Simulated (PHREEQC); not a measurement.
Consider water at 20 °C with 26 mmol/kgw CuCl2, 1 mmol/kgw H2SO4 and 190 mmol/kgw H3BO3. Closed to the air; pH follows from the charge balance.

All values are PHREEQC results (ion-association model, wateq4f.dat), not measurements.

The ionic strength comes out as 0.0769 mol/kgw. What activity coefficients do HSO4-, SO4-2, Cl-, H+, CuCl+ get?

HSO4- 0.79, SO4-2 0.41, Cl- 0.79, H+ 0.84, CuCl+ 0.79.

This is a speciation only: nothing precipitates in the calculation.
